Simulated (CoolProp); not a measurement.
Values from CoolProp's reference Helmholtz-energy equation of state, Tillner-Roth 1997.

Q: Give the vapour pressure (kPa), vapour density (kg/m³), liquid viscosity (µPa s) of saturated CH2F2 (R32) at 244.8, 268.8, 292.8 K.

A: 
```csv
T (K),p (kPa),vapour density (kg/m³),liquid viscosity (µPa s)
244.8,293,8.15,218
268.8,706,19.2,161
292.8,1460,40.4,119
```

Viscosity comes from a separate model (Bell 2016), an estimate that may be off by 10 % or more.
